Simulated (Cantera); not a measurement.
A freely propagating, adiabatic, planar premixed flame of 5.44 % CH4, 2.67 % C2H6, 0.925 % C3H8, 19.1 % O2, 71.9 % N2, unburnt at 398 K and 0.132 atm; mixture-averaged transport, grid criteria slope 0.08 and curve 0.16, no radiation.

Cantera simulation using GRI-Mech 3.0 (53 species, 325 reactions); the numbers are that mechanism's predictions, not measurements. Burning velocities carry a grid error of a few per cent, more on coarse grids.

x: mole fraction of selected species; z is measured from the peak of heat release.

```tsv
z (mm)	T (K)	u (m/s)	x CH4	x C2H6	x C3H8	x NO2	x N2O	x O
-6.82	398	0.759	0.0543	0.0266	0.00924	<1e-8	<1e-8	<1e-8
-4.55	399	0.764	0.0541	0.0265	0.00921	<1e-8	<1e-8	<1e-8
-3.41	407	0.783	0.0536	0.0264	0.00917	<1e-8	<1e-8	<1e-8
-2.27	486	0.947	0.0509	0.0256	0.00897	7.34e-8	<1e-8	4.74e-8
-1.14	…	1.95	…	…	…	…	<1e-8	…
-0.569	1386	2.86	0.0222	0.00726	0.00175	2.02e-8	<1e-8	8.44e-5
0	1743	3.66	0.00712	0.000463	3.84e-5	<1e-8	<1e-8	0.000538
0.569	1910	4.03	0.00100	3.28e-6	3.31e-8	<1e-8	<1e-8	0.00124
1.14	1955	4.12	…	…	<1e-8	<1e-8	<1e-8	0.00161
2.27	1972	4.14	5.56e-7	<1e-8	<1e-8	<1e-8	<1e-8	0.00164
4.55	1983	4.15	<1e-8	<1e-8	<1e-8	<1e-8	<1e-8	0.00152
9.10	1995	4.17	<1e-8	<1e-8	<1e-8	<1e-8	<1e-8	0.00138
18.2	2013	4.20	<1e-8	<1e-8	<1e-8	<1e-8	<1e-8	0.00116
```

### Question
What belongs in the gaps?

### Answer

- -1.14, T (K): 966
- -1.14, x CH4: 0.0369
- -1.14, x C2H6: 0.0184
- -1.14, x C3H8: 0.00612
- -1.14, x NO2: 5.17e-8
- -1.14, x O: 5.34e-6
- 1.14, x CH4: 8.65e-5
- 1.14, x C2H6: 1.12e-8
